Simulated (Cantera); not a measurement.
Ignition delay

Mixture: 29.2 % H₂, 11.2 % O₂, 59.6 % N₂, equivalence ratio 1.3, at 640000 Pa, adiabatic and at constant volume. Ignition delay is the time to a rise of 400 K.

Cantera simulation using GRI-Mech 3.0 (53 species, 325 reactions); the numbers are that mechanism's predictions, not measurements. The hydrogen kinetics of GRI-Mech 3.0 are dated; newer H2 mechanisms differ, most at raised pressure. Where the delays flatten at high temperature, the 400 K rule measures the pace of heat release, not the induction time.

```
T0 (K)  delay (ms)
------  ----------
1375       0.00438
1450       0.00315
1525       0.00241
1600       0.00194
1675       0.00162
```
